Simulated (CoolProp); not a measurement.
Saturation properties of chlorine (Tc = 143.7 °C, pc = 7.642 MPa, ω = 0.070).

Model: reference Helmholtz-energy equation of state, Thol 2021, in CoolProp.

```csv
T (°C),p (MPa),vapour density (kg/m³),enthalpy of vaporisation (kJ/kg)
1.05,0.3810,12.69,265.4
4.85,?,14.23,262.8
8.65,0.4842,15.90,?
12.45,?,17.71,257.4
16.25,0.6072,19.68,254.6
20.05,0.6766,?,?
23.85,0.7518,24.12,248.8
27.65,?,26.61,245.8
31.45,?,29.29,242.8
35.25,?,32.17,239.6
```

### Question
Some entries are withheld; supply them.

### Answer

- 4.85, p (MPa): 0.4303
- 8.65, enthalpy of vaporisation (kJ/kg): 260.1
- 12.45, p (MPa): 0.5431
- 20.05, vapour density (kg/m³): 21.81
- 20.05, enthalpy of vaporisation (kJ/kg): 251.8
- 27.65, p (MPa): 0.8330
- 31.45, p (MPa): 0.9204
- 35.25, p (MPa): 1.014

It boils at -34.0 °C under 1 atm.
